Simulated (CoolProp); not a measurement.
A single-stage vapour-compression cycle with R1132(E): evaporating at 282.15 K (dew point), condensing at 319.15 K (bubble point), superheat 10 K, subcooling 0 K, compressor efficiency 0.9, no pressure losses. Each further row changes one setting.

The numbers come from the reference Helmholtz-energy equation of state, Akasaka 2024 in CoolProp.

```
case                              cooling COP  pressure ratio  discharge temperature (K)  refrigerating effect (kJ/kg)  volumetric capacity (kJ/m³)
--------------------------------  -----------  --------------  -------------------------  ----------------------------  ---------------------------
as stated                                5.11            2.58                      345.2                           179                         5920
evaporating temperature 287.15 K         6.14            2.23                      342.9                           181                         6920
condensing temperature 314.15 K          6.18            2.30                      338.3                           189                         6270
subcooling 5 K                           5.42            2.58                      345.2                           190                         6290
superheat 20 K                           5.12            2.58                      355.1                           190                         5960
compressor efficiency 0.8                4.54            2.58                      348.4                           179                         5920
```
